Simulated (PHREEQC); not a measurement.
Make-up at 25 °C: 2.7 mmol/kgw ZnSO4, 0.74 mmol/kgw NaCl, 0.035 mmol/kgw MnSO4 and 5.1 mmol/kgw MgBr2. Closed to the air; pH follows from the charge balance.

Model: ion-association model, wateq4f.dat, run in PHREEQC.

No solid was allowed to form.

**Question.** Estimate the pH, ionic strength.

**Answer.** pH 5.92; ionic strength 0.0232 mol/kgw.

**Question.** In which forms is Mg present?

**Answer.** Mg+2 88 %, MgSO4 12 % of the Mg.
